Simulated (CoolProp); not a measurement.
Dimethyl carbonate at several states: density (kg/m³) from the reference equation and from simpler models built on Tc = 557.0 K, pc = 4.909 MPa, ω = 0.346; each cubic takes its own stable root.

Computed with CoolProp (reference Helmholtz-energy equation of state, Zhou 2011).

```json
[
 {"T (K)": "549.1", "p (MPa)": "0.223", "phase": "gas", "reference": "4.474", "Redlich-Kwong": "4.473", "Peng-Robinson": "4.481"},
 {"T (K)": "371.4", "p (MPa)": "0.449", "phase": "liquid", "reference": "962.8", "Redlich-Kwong": "817.7", "Peng-Robinson": "972.8"},
 {"T (K)": "598.8", "p (MPa)": "2.05", "phase": "gas", "reference": "42.20", "Redlich-Kwong": "42.33", "Peng-Robinson": "42.66"},
 {"T (K)": "523.4", "p (MPa)": "0.0274", "phase": "gas", "reference": "0.5685", "Redlich-Kwong": "0.5684", "Peng-Robinson": "0.5686"}
]
```
